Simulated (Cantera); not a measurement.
A Cantera script and its output.

```python
import numpy as np
import cantera as ct

gas = ct.Solution("gri30.yaml")
gas.TPX = 1275, 3600, {'N2O': 1, 'N2': 0.6}
reactor = ct.IdealGasConstPressureReactor(gas, energy="off", clone=False)
net = ct.ReactorNet([reactor])
net.rtol, net.atol = 1e-08, 1e-18
show = ['N2O', 'O2', 'N2', 'NO2', 'O', 'NO']
times = np.geomspace(6e-05, 30, 13)

steps = ct.SolutionArray(gas, extra=["t"])
rows = []
print(f"{'t/s':>10s}{'T/K':>9s}{'P/Pa':>11s}" + "".join(f"{s:>11s}" for s in show))
for t in times:
    while net.time < t:
        t_next = net.step()
        steps.append(gas.state, t=t_next)
    rows.append([np.interp(t, steps.t, y) for y in (steps.T, steps.P, *steps(*show).X.T)])
    print(f"{t:10.3e}{rows[-1][0]:9.1f}{rows[-1][1]:11.4g}" + "".join(f"{x:11.3e}" for x in rows[-1][2:]))
rate = np.gradient(steps.T, steps.t)
print("integrator steps:", len(steps.t))
if steps.T.max() > steps.T[0] + 200:
    print(f"time of steepest temperature rise: {steps.t[rate.argmax()]:.4e} s")
gas.TPX = 1275, 3600, {'N2O': 1, 'N2': 0.6}
gas.equilibrate("TP")
print(f"equilibrium (TP): T = {gas.T:.1f} K  " + "  ".join(f"{s} {gas[s].X[0]:.3e}" for s in show))
```

Result:

```
       t/s      T/K       P/Pa        N2O         O2         N2        NO2          O         NO
 6.000e-05   1275.0       3600  6.250e-01  1.809e-07  3.750e-01  6.476e-16  1.374e-06  5.749e-08
 1.791e-04   1275.0       3600  6.250e-01  1.351e-06  3.750e-01  3.587e-14  3.161e-06  4.294e-07
 5.345e-04   1275.0       3600  6.250e-01  7.816e-06  3.750e-01  1.189e-12  5.050e-06  2.484e-06
 1.595e-03   1275.0       3600  6.249e-01  3.162e-05  3.751e-01  1.941e-11  5.460e-06  1.005e-05
 4.762e-03   1275.0       3600  6.247e-01  1.037e-04  3.752e-01  2.072e-10  5.463e-06  3.296e-05
 1.421e-02   1275.0       3600  6.240e-01  3.187e-04  3.756e-01  1.909e-09  5.463e-06  1.013e-04
 4.243e-02   1275.0       3600  6.221e-01  9.587e-04  3.767e-01  1.612e-08  5.462e-06  3.046e-04
 1.266e-01   1275.0       3600  6.163e-01  2.854e-03  3.799e-01  1.179e-07  5.462e-06  9.069e-04
 3.780e-01   1275.0       3600  5.995e-01  8.384e-03  3.895e-01  6.447e-07  5.460e-06  2.663e-03
 1.128e+00   1275.0       3600  5.525e-01  2.382e-02  4.161e-01  2.432e-06  5.453e-06  7.563e-03
 3.367e+00   1275.0       3600  4.367e-01  6.189e-02  4.817e-01  7.230e-06  5.431e-06  1.963e-02
 1.005e+01   1275.0       3600  2.280e-01  1.306e-01  6.001e-01  1.717e-05  5.337e-06  4.128e-02
 3.000e+01   1275.0       3600  4.136e-02  1.923e-01  7.063e-01  2.817e-05  4.593e-06  6.005e-02
integrator steps: 806
equilibrium (TP): T = 1275.0 K  N2O 4.419e-09  O2 2.379e-01  N2 7.617e-01  NO2 8.549e-07  O 2.889e-07  NO 3.528e-04
```

Model: GRI-Mech 3.0 (53 species, 325 reactions), integrated in Cantera. GRI-Mech 3.0 was tuned for natural gas; its chemistry of N2O as a main component is partial and can be far from experiment. Radical loss at walls, strong at low pressure, is not modelled. The mechanism lacks the step 2 NO + O2 → 2 NO2, which can matter for NO2 below about 1400 K. The temperature is held fixed by assumption; the heat of reaction is taken as removed at once.
